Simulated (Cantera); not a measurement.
Input (Python, Cantera) and output of one run.

```python
import numpy as np
import cantera as ct

gas_names = """
    C CH CH2 CH3 CH2OH CH3O CH4 CH3OH CN CO CO2 COOH C2 C2H CHCO,ketyl C2H2,acetylene C2H2,vinylidene
    CH2CO,ketene C2H3,vinyl CH3CN CH3CO,acetyl C2H4 C2H4O,ethylen CH3CHO,ethanal CH3COOH (HCOOH)2 C2H5
    C2H6 CH3OCH3 C2H5OH CCN CNC C2N2 C2O C3 C3H3,propargyl C3H4,allene C3H4,propyne C3H4,cyclo-
    C3H5,allyl C3H6,propylene C3H6,cyclo- C3H6O C3H7,n-propyl C3H7,i-propyl C3H8 C3H8O,1propanol
    C3H8O,2propanol C3O2 C4 C4H2 C4H4,1,3-cyclo- C4H6,butadiene C4H6,2-butyne C4H6,cyclo- C4H8,1-butene
    C4H8,cis2-buten C4H8,tr2-butene C4H8,isobutene C4H8,cyclo- (CH3COOH)2 C4H9,n-butyl C4H9,i-butyl
    C4H9,s-butyl C4H9,t-butyl C4H10,isobutane C4H10,n-butane C4N2 C5 C5H6,1,3cyclo- C5H8,cyclo-
    C5H10,1-pentene C5H10,cyclo- C5H11,pentyl C5H11,t-pentyl C5H12,n-pentane C5H12,i-pentane
    CH3C(CH3)2CH3 C6H2 C6H5,phenyl C6H5O,phenoxy C6H6 C6H5OH,phenol C6H10,cyclo- C6H12,1-hexene
    C6H12,cyclo- C6H13,n-hexyl C7H7,benzyl C7H8 C7H8O,cresol C7H14,1-heptene C7H15,n-heptyl
    C7H16,n-heptane C8H8,styrene C8H10,ethylbenz C8H16,1-octene C8H17,n-octyl C8H18,isooctane
    C8H18,n-octane C9H19,n-nonyl C10H8,naphthale C10H21,n-decyl C12H9,o-bipheny C12H10,bipheny H HCN HCO
    HCCN HNC HNCO HNO HNO2 HNO3 HO2 H2 HCHO,formaldehy HCOOH H2O H2O2 N NCO NH NH2 NH3 NH2OH NO NO2 NO3
    N2 N2H2 N2H4 N2O O OH O2 O3 Si SiC SiC2 SiC4H12 SiH SiH2 SiH3 SiH4 SiN SiO SiO2 Si2 Si2C Si2N Si3
""".split()
cond_names = """
    C(gr) C6H6(L) C7H8(L) C8H18(L),n-octa H2O(s) H2O(L) Si(cr) Si(L) SiC(b) SiO2(Lqz) SiO2(hqz) SiO2(L)
    Si2N2O(s) Si3N4(a)
""".split()


def load(file, names, dense=False):
    # The tables refer to 1 bar. Condensed volumes are neglected.
    table = {s.name: s for s in ct.Species.list_from_file(file)}
    out = []
    for n in names:
        d = dict(table[n].input_data)
        d["thermo"] = dict(d["thermo"], **{"reference-pressure": 1e5})
        if dense:
            d["equation-of-state"] = {"model": "constant-volume", "density": "1e6 g/cm^3"}
        out.append(ct.Species.from_dict(d))
    return out


gas = ct.Solution(thermo="ideal-gas", species=load("nasa_gas.yaml", gas_names))
cond = {s.name: ct.Solution(thermo="fixed-stoichiometry", species=[s], name=s.name)
        for s in load("nasa_condensed.yaml", cond_names, dense=True)}
atoms = {
    'Si3N4': {'Si': 3, 'N': 4},
    'CO2': {'C': 1, 'O': 2},
    'H2': {'H': 2},
}
top_T = {'C(gr)': 4500, 'SiC(b)': 3050, 'Si2N2O(s)': 2100, 'Si3N4(a)': 2400}  # K; cautious upper limits of use, not melting points


def equilibrate(T, P, feed):
    n = {}
    for name, mol in feed.items():
        for a, k in atoms[name].items():
            n[a] = n.get(a, 0.0) + k * mol
    gas.TPX = T, P, n
    mass = sum(n.values()) * gas.mean_molecular_weight
    gas.equilibrate("TP")
    valid = [c for c in cond.values() if c.min_temp <= T <= top_T.get(c.name, c.max_temp)]
    mix = ct.Mixture([(gas, mass / gas.mean_molecular_weight)] + [(c, 0.0) for c in valid])
    mix.T, mix.P = T, P
    mix.equilibrate("TP", solver="vcs", rtol=1e-11, max_steps=5000)
    return mix


results = []
feed = {'Si3N4': 1, 'CO2': 2.8, 'H2': 1.3}  # mol
P = 11  # Pa
for T in [1448, 1473, 1498, 1523, 1548, 1573, 1598, 1623, 1648, 1673, 1698, 1723, 1748]:
    mix = equilibrate(T, P, feed)
    results.append((T, P, feed, dict(zip(mix.species_names, mix.species_moles))))

top = {s: max(r[3][s] / sum(r[3][g] for g in gas_names) for r in results) for s in gas_names}
cols = sorted((s for s in top if top[s] > 0.001), key=lambda s: -top[s])[:6]
seen = [c for c in cond_names if any(r[3].get(c, 0) > 1e-12 for r in results)]
print("log10 of partial pressures in bar; condensed amounts in mol")
print(f"{'T/K':>10s}" + "".join(f"{s[:9]:>10s}" for s in cols + seen))
for T, P, feed, n in results:
    ng = sum(n[g] for g in gas_names)
    print(f"{T:10.4g}" + "".join(f"{np.log10(max(n[s] / ng * P / 1e5, 1e-99)):10.3f}" for s in cols)
          + "".join(f"{n.get(c, 0):10.4g}" for c in seen))
```

It prints:

```
log10 of partial pressures in bar; condensed amounts in mol
       T/K        CO       SiO        N2        H2         H        Si    SiC(b) SiO2(hqz) Si2N2O(s)
      1448    -4.325    -4.728    -4.657    -4.659    -7.365   -10.566         0    0.4973    0.6974
      1473    -4.441    -4.473    -4.633    -4.775    -7.285   -10.068         0         0       0.2
      1498    -4.441    -4.473    -4.633    -4.775    -7.152    -9.318         0         0       0.2
      1523    -4.441    -4.473    -4.633    -4.776    -7.024    -8.592         0         0    0.1997
      1548    -4.477    -4.446    -4.607    -4.796    -6.910    -8.229    0.0997         0         0
      1573    -4.477    -4.446    -4.607    -4.797    -6.789    -7.973   0.09949         0         0
      1598    -4.477    -4.446    -4.607    -4.797    -6.673    -7.725   0.09913         0         0
      1623    -4.477    -4.446    -4.608    -4.799    -6.560    -7.484   0.09853         0         0
      1648    -4.477    -4.447    -4.608    -4.800    -6.450    -7.251   0.09753         0         0
      1673    -4.477    -4.447    -4.608    -4.802    -6.344    -7.025    0.0959         0         0
      1698    -4.477    -4.448    -4.609    -4.804    -6.242    -6.806   0.09326         0         0
      1723    -4.477    -4.450    -4.609    -4.807    -6.142    -6.594   0.08905         0         0
      1748    -4.477    -4.452    -4.610    -4.810    -6.046    -6.388   0.08241         0         0
```

Method: chemical equilibrium by Gibbs-energy minimisation in Cantera with the NASA 1993 tables (ideal gas, pure condensed phases). Mutual solubility and eutectic melting of coexisting phases are not modelled. The tables hold silica as quartz up to 1696 K and as liquid above; real silica turns to tridymite and cristobalite and melts near 1996 K.
